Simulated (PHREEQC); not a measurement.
## Metal-bearing waste water: speciation

A solution holds 0.1 mol/kgw CuSO4 and 0.082 mol/kgw NaHCO3, at 20 °C. Closed to the air; pH follows from the charge balance.

Computed with PHREEQC (ion-association model, wateq4f.dat).

```json
{
  "pH": "6.01",
  "ionic_strength": "0.256 mol/kgw",
  "total_alkalinity": "82.0 meq/kg"
}
```

| species | molality | activity | log γ |
|---|---|---|---|
| Na+ | 0.0748 | 0.0549 | -0.135 |
| SO4-2 | 0.0708 | 0.0191 | -0.570 |
| CuHCO3+ | 0.0377 | 0.0279 | -0.131 |
| CuSO4 | 0.0222 | 0.0236 | 0.026 |
| Cu+2 | 0.0204 | 0.00628 | -0.513 |
| CO2 | 0.0198 | 0.0210 | 0.026 |
| CuCO3 | 0.0121 | 0.0129 | 0.026 |
| HCO3- | 0.0121 | 0.00886 | -0.135 |

No solid was allowed to form. Saturation is exceeded, for instance for Malachite, Brochantite; the values hold only as long as no solid forms. Species that the database lacks are ignored.
